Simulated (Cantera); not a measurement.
What does this Cantera script print?

```python
import numpy as np
import cantera as ct

gas = ct.Solution("gri30.yaml", transport_model="mixture-averaged")
show = ['CH3', 'NH3', 'N2']

rows = []
print(f"{'T/K':>7s}{'rho':>11s}{'cp':>10s}{'mu':>11s}{'lambda':>11s}{'Pr':>7s}" + "".join(f"{'D_' + s:>11s}" for s in show))
for T in [400, 500, 600, 700, 800, 900, 1000]:
    gas.TPX = T, 730, {'CO2': 0.67, 'O2': 0.65}
    Pr = gas.cp_mass * gas.viscosity / gas.thermal_conductivity
    D = [gas.mix_diff_coeffs_mole[gas.species_index(s)] for s in show]
    rows.append([gas.density, gas.cp_mass, gas.viscosity, gas.thermal_conductivity, Pr, *D])
    print(f"{T:7g}{gas.density:11.4e}{gas.cp_mass:10.1f}{gas.viscosity:11.4e}"
          f"{gas.thermal_conductivity:11.4e}{Pr:7.3f}" + "".join(f"{d:11.4e}" for d in D))
print("SI units: kg/m3, J/kg/K, Pa s, W/m/K, m2/s")
```

It prints:

```
    T/K        rho        cp         mu     lambda     Pr      D_CH3      D_NH3       D_N2
    400 8.3616e-03     939.3 2.2172e-05 2.9219e-02  0.713 4.5971e-03 4.4959e-03 4.1669e-03
    500 6.6893e-03     996.3 2.6525e-05 3.6937e-02  0.715 6.8384e-03 6.8856e-03 6.1582e-03
    600 5.5744e-03    1045.7 3.0497e-05 4.4414e-02  0.718 9.4067e-03 9.6774e-03 8.4342e-03
    700 4.7781e-03    1087.2 3.4178e-05 5.1586e-02  0.720 1.2278e-02 1.2837e-02 1.0975e-02
    800 4.1808e-03    1121.5 3.7627e-05 5.8450e-02  0.722 1.5434e-02 1.6337e-02 1.3766e-02
    900 3.7163e-03    1149.9 4.0889e-05 6.5024e-02  0.723 1.8861e-02 2.0157e-02 1.6794e-02
   1000 3.3447e-03    1174.7 4.3994e-05 7.1335e-02  0.724 2.2545e-02 2.4279e-02 2.0049e-02
SI units: kg/m3, J/kg/K, Pa s, W/m/K, m2/s
```

Cantera simulation using GRI-Mech 3.0 (53 species, 325 reactions); the numbers are that mechanism's predictions, not measurements.
